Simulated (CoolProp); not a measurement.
The fluid at 298.15 K and 0.476 MPa (stagnation) flows isentropically through a choked orifice. The same conditions are run with several fluids, on thermodynamics alone (safety and materials aside).

Computed with CoolProp (reference Helmholtz-energy equation of state of each fluid (CH2F2 (R32): Tillner-Roth 1997; dry air: Lemmon 2000; hydrogen sulfide: Lemmon 2006; R507A: Lemmon 2003; C2F6 (R116): Lemmon 2006)). Blends and air are pseudo-pure fits.

Task: Rank CH2F2 (R32), dry air, hydrogen sulfide, R507A, C2F6 (R116) by throat to inlet pressure ratio, highest first.

Result: C2F6 (R116) (0.592), R507A (0.589), CH2F2 (R32) (0.556), hydrogen sulfide (0.542), dry air (0.528)

```json
[
 {"fluid": "CH2F2 (R32)", "mass flux (kg/(m² s))": "1470", "throat temperature (K)": "264.6"},
 {"fluid": "dry air", "mass flux (kg/(m² s))": "1120", "throat temperature (K)": "248.2"},
 {"fluid": "hydrogen sulfide", "mass flux (kg/(m² s))": "1210", "throat temperature (K)": "256.0"},
 {"fluid": "R507A", "mass flux (kg/(m² s))": "1950", "throat temperature (K)": "281.2"},
 {"fluid": "C2F6 (R116)", "mass flux (kg/(m² s))": "2260", "throat temperature (K)": "285.1"}
]
```
